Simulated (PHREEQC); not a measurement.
Synthetic water in mmol/kgw, 25 °C, pH 5.93, pe 11.7: Na 0.0482; K 4.77e-05; Ca 0.344; Mg 0.0459; Cl 0.354; S(6) 0.121; Alkalinity (meq/kgw) 0.23; Cu(2) 0.000144; B 0.000182; N(5) 0.000178; Zn 0.00068; Pb 0.0114.

Valence states are taken as typed.

All values are PHREEQC results (ion-association model, phreeqc.dat), not measurements.

Each row changes one thing in this solution. No solid was allowed to form.

| case | CO2 (mol/kgw) | HCO3- (mol/kgw) | SO4-2 (mol/kgw) | Pb+2 (mol/kgw) | CaSO4 (mol/kgw) | PbHCO3+ (mol/kgw) | SI of Cerussite (PbCO3) | SI of Anglesite (PbSO4) |
|---|---|---|---|---|---|---|---|---|
| as made | 0.000575 | 0.000227 | 0.000115 | 8.42e-6 | 4.99e-6 | 1.29e-6 | -0.08 | -1.37 |
| temperature from 25 to 65 °C at the same typed pH | 0.000503 | 0.000225 | 0.000112 | 7.95e-6 | 6.19e-6 | 1.19e-6 | -0.34 | -1.60 |
| pH from 5.93 to 6.93 at the same alkalinity | 5.49e-5 | 0.000217 | 0.000115 | 4.42e-6 | 5.01e-6 | 6.47e-7 | +0.62 | -1.64 |
| pH from 5.93 to 5.63 at the same alkalinity | 0.00116 | 0.000229 | 0.000115 | 8.87e-6 | 4.99e-6 | 1.37e-6 | -0.35 | -1.34 |
| all concentrations times 2 at the same typed pH | 0.00112 | 0.000447 | 0.000221 | 1.40e-5 | 1.68e-5 | 3.96e-6 | +0.40 | -0.92 |

Some of these states are supersaturated (in Cerussite, Pb(OH)2, for instance). Constants without temperature data keep their 25 °C values here. The database's constant for dissolved Cu(OH)2 is higher than later reviews accept.
